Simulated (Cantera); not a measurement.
A perfectly stirred reactor is fed with C3H8 : H2 : N2 = 1 : 35 : 2 (molar parts), at 0.375 Torr; it is held at 1850 K, and followed from long to short residence time.

Model: GRI-Mech 3.0 (53 species, 325 reactions), integrated in Cantera. GRI-Mech 3.0 was tuned for natural gas; its chemistry of propane as a main component is partial and can be far from experiment. GRI-Mech 3.0 stops at C3 and has no aromatics, soot or wall deposition, so with more carbon than oxygen in the feed, carbon stays in small species such as C2H2 where larger ones or solid carbon would form. Radical loss at walls, strong at low pressure, is not modelled.

x: mole fraction; the columns are a selection and need not sum to one.

```
τ (s)       x C3H8   x H2       x CH4       x CH2      x H       x C2H
------  ----------  -----  ----------  ----------  -------  ----------
0.67       3.02e-5  0.896      0.0203     1.29e-5  0.00572     1.73e-6
0.29    (withheld)  0.892  (withheld)  (withheld)  0.00602     1.62e-6
0.12      0.000159  0.889      0.0283     1.97e-5  0.00637     1.48e-6
0.052   (withheld)  0.887      0.0304  (withheld)  0.00667  (withheld)
0.022     0.000812  0.887      0.0306     2.61e-5  0.00686     1.03e-6
0.0095     0.00183  0.887      0.0286     2.88e-5  0.00678     6.55e-7
0.0040     0.00420  0.890      0.0233     2.90e-5  0.00606     2.69e-7
```

Complete the blanks.


- 0.29, x C3H8: 6.79e-5
- 0.29, x CH4: 0.0247
- 0.29, x CH2: 1.61e-5
- 0.052, x C3H8: 0.000355
- 0.052, x CH2: 2.29e-5
- 0.052, x C2H: 1.30e-6
